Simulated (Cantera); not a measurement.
Charge: 1 mol FeCl3, 0.22 mol O2, 74 mol N2, at 0.630 bar.

These are equilibrium values from Cantera (NASA tables, ideal gas, pure condensed phases), not measurements of a reactor. Candidate condensed phases: Fe, FeCl2, FeCl3, FeO, Fe2O3, Fe3O4; 19 gas species. Equilibrium is a limit: real reactors are often held back by kinetics, nucleation or transport.

x: gas mole fraction; n: condensed amount in mol.

```
T (K)   x N2  x FeCl2      x Cl   x FeCl3     x Cl2     x O2  n Fe2O3(s)
-----  -----  -------  --------  --------  --------  -------  ----------
1098   0.984  0.00149  0.000148   0.00803   0.00628      [?]       0.140
1198   0.983  0.00357  0.000447   0.00681   0.00588      [?]       0.108
1298   0.980  0.00745  0.000996   0.00512   0.00421      [?]      0.0246
1398   0.978   0.0100   0.00220   0.00319   0.00391  0.00286           0
1498   0.976   0.0114   0.00431   0.00183   0.00352  0.00282           0
1598   0.974   0.0122   0.00698  0.000971   0.00260  0.00277           0
1698   0.973   0.0127   0.00951  0.000481   0.00158  0.00271           0
1798   0.972   0.0129    0.0113  0.000228  0.000816  0.00263           0
1898   0.971   0.0130    0.0122  0.000108  0.000393  0.00253           0
1998   0.971   0.0131    0.0127   5.31e-5  0.000189  0.00241           0
2098   0.970   0.0131    0.0129   2.73e-5   9.43e-5  0.00227           0
```

**Question.** Fill in the missing entries.

**Answer.** 
- 1098, x O2: 0.000122
- 1198, x O2: 0.000756
- 1298, x O2: 0.00240
